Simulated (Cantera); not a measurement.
An isothermal, constant-pressure homogeneous reactor starts with CH₄ : O₂ : N₂ = 0.011 : 0.06 : 1 (molar parts), at 1050 K and 11300 Torr. Integrator tolerance rtol = 1e-08.

Model: GRI-Mech 3.0 (53 species, 325 reactions), integrated in Cantera. The pressure lies above the range GRI-Mech 3.0 was tuned for (to about 10 atm). The temperature is held fixed by assumption; the heat of reaction is taken as removed at once.

Question: What does this change do: O2 0.06 to 0.0065 parts?

Answer: 
```tsv
quantity	before	after
x(CH₄) at 8.00 s	1.25e-12 (gas-phase equilibrium <1e-12)	0.00536 (gas-phase equilibrium 0.000130)
x(O₂) at 8.00 s	0.0355 (gas-phase equilibrium 0.0355)	1.76e-5 (gas-phase equilibrium <1e-12)
x(C₂H) at 8.00 s	<1e-12 (gas-phase equilibrium <1e-12)	<1e-12 (gas-phase equilibrium <1e-12)
x(CO₂) at 8.00 s	0.0102 (gas-phase equilibrium 0.0103)	0.000880 (gas-phase equilibrium 0.000762)
x(N₂O) at 8.00 s	1.72e-7 (gas-phase equilibrium 7.85e-9)	1.03e-8 (gas-phase equilibrium <1e-12)
```
